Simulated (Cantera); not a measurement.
Input: 1 mol Si, 0.24 mol H₂O, 21 mol N₂, at 0.00170 bar.

Cantera equilibrium calculation (NASA polynomials, part measured and part estimated; ideal gas, pure solids and liquids). Candidate condensed phases: H₂O, Si, SiO₂, Si₂N₂O, Si₃N₄; 35 gas species. N₂ is the only nitrogen source here; it is nearly inert below about 1500 K, so the nitride shown seldom forms there in practice. Mutual solubility and eutectic melting of coexisting phases are not modelled. Rates play no part.

Q: Which condensed phases are stable at each of these points (T (K)): 998, 1073, 1148, 1223, 1298, 1373, 1448, 1523, 1598, 1673, 1748, 1823, 1898?

A: 
```tsv
T (K)	condensed phases	Si condensed (%)
998	Si₂N₂O(s) + Si₃N₄(s)	100.0
1073	Si₂N₂O(s) + Si₃N₄(s)	100.0
1148	Si₂N₂O(s) + Si₃N₄(s)	100.0
1223	Si₂N₂O(s) + Si₃N₄(s)	100.0
1298	Si₂N₂O(s) + Si₃N₄(s)	100.0
1373	Si₂N₂O(s) + Si₃N₄(s)	100.0
1448	Si₂N₂O(s) + Si₃N₄(s)	99.9
1523	Si₂N₂O(s) + Si₃N₄(s)	99.4
1598	Si₂N₂O(s) + Si₃N₄(s)	94.5
1673	Si₃N₄(s)	75.6
1748	Si(l)	74.0
1823	Si(l)	69.9
1898	Si(l)	59.1
```

From 998 K to 1598 K the condensed part is Si₂N₂O(s) + Si₃N₄(s). At 1673 K the condensed part is Si₃N₄(s). From 1748 K to 1898 K the condensed part is Si(l).
